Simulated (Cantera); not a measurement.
## Adiabatic ignition

An adiabatic, constant-pressure homogeneous reactor starts with 3.25 % C2H4, 19.5 % O2, 73.4 % N2, 3.90 % CO2, equivalence ratio 0.50, at 1198 K and 0.610 bar.

Detailed kinetics in Cantera: GRI-Mech 3.0 (53 species, 325 reactions). GRI-Mech 3.0 was tuned for natural gas; its chemistry of ethylene as a main component is partial and can be far from experiment.

| t (s) | T (K) | x C2H4 | x O2 | x CO2 | x O | x CH2O | x C2H2 | x H |
|---|---|---|---|---|---|---|---|---|
| 7.00e-6 | 1198 | 0.0325 | 0.195 | 0.0390 | <1e-12 | <1e-12 | 2.40e-9 | <1e-12 |
| 1.78e-5 | 1198 | 0.0325 | 0.195 | 0.0390 | <1e-12 | 1.70e-12 | 6.09e-9 | 1.50e-12 |
| 4.51e-5 | 1198 | 0.0325 | 0.195 | 0.0390 | 1.91e-12 | 1.57e-11 | 1.55e-8 | 7.60e-12 |
| 0.000114 | 1198 | 0.0325 | 0.195 | 0.0390 | 4.80e-11 | 5.36e-10 | 3.93e-8 | 1.90e-10 |
| 0.000290 | 1198 | 0.0325 | 0.195 | 0.0390 | 1.42e-7 | 1.60e-6 | 2.65e-7 | 5.59e-7 |
| 0.000737 | 1999 | <1e-12 | 0.0995 | 0.0822 | 0.0111 | 6.97e-12 | <1e-12 | 0.00439 |
| 0.00187 | 2182 | <1e-12 | 0.0978 | 0.0948 | 0.00370 | 1.28e-12 | <1e-12 | 0.000772 |
| 0.00475 | 2242 | <1e-12 | 0.0971 | 0.0996 | 0.00164 | <1e-12 | <1e-12 | 0.000223 |
| 0.0121 | 2247 | <1e-12 | 0.0969 | 0.100 | 0.00145 | <1e-12 | <1e-12 | 0.000187 |
| 0.0306 | 2246 | <1e-12 | 0.0966 | 0.100 | 0.00144 | <1e-12 | <1e-12 | 0.000185 |
| 0.0776 | 2243 | <1e-12 | 0.0958 | 0.100 | 0.00141 | <1e-12 | <1e-12 | 0.000181 |
| 0.197 | 2238 | <1e-12 | 0.0945 | 0.100 | 0.00136 | <1e-12 | <1e-12 | 0.000175 |
| 0.500 | 2234 | <1e-12 | 0.0932 | 0.100 | 0.00131 | <1e-12 | <1e-12 | 0.000168 |
x: mole fraction; the columns are a selection and need not sum to one.

| Property | Result |
|---|---|
| time of steepest temperature rise | 0.456 ms |
| temperature at 0.500 s | 2234 K |
| equilibrium temperature | 2232 K |
| x(C2H4) at 0.500 s | <1e-12 (gas-phase equilibrium <1e-12) |
| x(O2) at 0.500 s | 0.0932 (gas-phase equilibrium 0.0928) |
| x(CO2) at 0.500 s | 0.100 (gas-phase equilibrium 0.100) |
